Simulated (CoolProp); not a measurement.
Vapour-liquid equilibrium of isopentane (1) + toluene (2) at 311.1 K; x and y are mole fractions of (1).

Model: multi-fluid Helmholtz-energy mixture model, Lemmon 2006 and Lemmon 2006; pair parameters Bell 2016, in CoolProp.

| x | bubble pressure (MPa) | y at the bubble point | dew pressure at overall composition x (MPa) | liquid density (mol/L) |
|---|---|---|---|---|
| 0.05 | 0.01647 | 0.583 | ___ | ___ |
| 0.2 | 0.04413 | 0.866 | 0.008900 | 9.080 |
| 0.35 | 0.06844 | ___ | 0.01085 | ___ |
| 0.5 | ___ | 0.953 | 0.01390 | 8.826 |
| 0.65 | 0.1042 | 0.968 | 0.01934 | 8.686 |
| 0.8 | 0.1191 | 0.981 | ___ | ___ |
| 0.95 | 0.1356 | 0.994 | 0.08562 | 8.388 |

Q: What belongs in the gaps?

A: 
- 0.05, dew pressure at overall composition x (MPa): 0.007542
- 0.05, liquid density (mol/L): 9.191
- 0.35, y at the bubble point: 0.927
- 0.35, liquid density (mol/L): 8.958
- 0.5, bubble pressure (MPa): 0.08810
- 0.8, dew pressure at overall composition x (MPa): 0.03173
- 0.8, liquid density (mol/L): 8.539

No azeotrope shows between x = 0.05 and 0.95.

Pair parameters are fitted to limited data, so mixtures are less certain than the pure fluids.
